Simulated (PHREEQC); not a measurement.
A solution holds 6.7 mmol/kgw CuSO4, 2.6 mmol/kgw KNO3 and 3.8 mmol/kgw H3BO3, at 90 °C. Closed to the air; pH follows from the charge balance.

Model: ion-association model, phreeqc.dat, run in PHREEQC.

```json
{
 "pH": "4.36",
 "ionic_strength": "0.0215 mol/kgw",
 "specific_conductance": "3870 µS/cm"
}
```

```
species     molality  activity   log γ
----------  --------  --------  ------
Cu+2         0.00472   0.00257  -0.264
SO4-2        0.00466   0.00247  -0.276
H3BO3        0.00380   0.00382   0.002
NO3-         0.00260   0.00219  -0.075
K+           0.00249   0.00211  -0.073
CuSO4        0.00186   0.00187   0.002
KSO4-       0.000108   9.28e-5  -0.068
HSO4-        6.76e-5   5.74e-5  -0.071
Cu2(OH)2+2   5.83e-5   3.03e-5  -0.284
H+           5.00e-5   4.36e-5  -0.059
CuOH+        6.94e-7   5.88e-7  -0.072
H2BO3-       1.57e-7   1.33e-7  -0.071
```

This is a speciation only: nothing precipitates in the calculation. At this temperature some constants are extrapolated from 25 °C, and those without enthalpy data are left unchanged.
